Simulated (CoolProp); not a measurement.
A simple Rankine cycle with dimethyl ether: condensing at 317.15 K, boiler at 4.12 MPa, turbine inlet 425.5 K, turbine efficiency 0.65, pump efficiency 0.7, no recuperator. Each further row changes one setting.

Values from CoolProp's reference Helmholtz-energy equation of state, Wu 2011.

```tsv
case	thermal efficiency (%)	net work (kJ/kg)	heat in (kJ/kg)	turbine exit temperature (K)	volume ratio over the turbine
as stated	9.1	46.0	505	365.8	4.42
turbine inlet 445.5 K	9.3	51.2	552	389.1	4.30
condensing temperature 309.15 K	10.1	53.2	525	359.2	5.42
boiler pressure 2.88 MPa	7.4	39.4	533	385.1	2.95
turbine efficiency 0.55	7.5	37.8	505	370.4	4.50
```
